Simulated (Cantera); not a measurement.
Input: 1 mol CaCO₃, 1.8 mol O₂, 4.3 mol H₂O, at 0.180 bar.

Equilibrium computed with Cantera from the NASA thermochemical tables; the gas is ideal and each condensed phase is pure. Candidate condensed phases: C, C₆H₆, C₇H₈, C₈H₁₈, Ca, CaCO₃, CaO, Ca(OH)₂, H₂O; 115 gas species. Kinetics and transport are ignored. All values below are at 848 K.

Base state: H₂O 0.700, O₂ 0.293, CO₂ 0.00752 (mole fractions); condensed: CaCO₃(calcite) + CaO(s).

**Question.** What changes in the equilibrium state with this change: CaCO₃ replaced by FeS₂?

**Answer.** 
| species | before | after |
|---|---|---|
| H₂O | 0.700 | 0.732 |
| SO₂ | 0 | 0.251 |
| H₂S | 0 | 0.0119 |
| O₂ | 0.293 | <1e-9 |
| CO₂ | 0.00752 | 0 |
| S₂ | 0 | 0.00494 |
| H₂ | <1e-9 | 0.000427 |
| S₂O | 0 | 0.000385 |
| CaCO₃(calcite), mol | 0.954 | 0 |
| CaO(s), mol | 0.0462 | 0 |
| FeS(s), mol | 0 | 0.421 |
| Fe₃O₄(s), mol | 0 | 0.193 |
FeS: taken at fixed stoichiometry. Gases not in the tables: S₃ to S₇. Further candidate phases: Fe, FeO, Fe(OH)₂, Fe(OH)₃, FeS, FeSO₄, FeS₂, Fe₂O₃, Fe₂(SO₄)₃, Fe₃O₄, H₂SO₄, S.

**Question.** What changes in the equilibrium state with this change: pressure from 0.180 bar to 1 atm?

**Answer.** 
```csv
species,before,after
H₂O,0.700,0.704
O₂,0.293,0.295
CO₂,0.00752,0.00134
"CaCO₃(calcite), mol",0.954,0.992
"CaO(s), mol",0.0462,0.00816
```
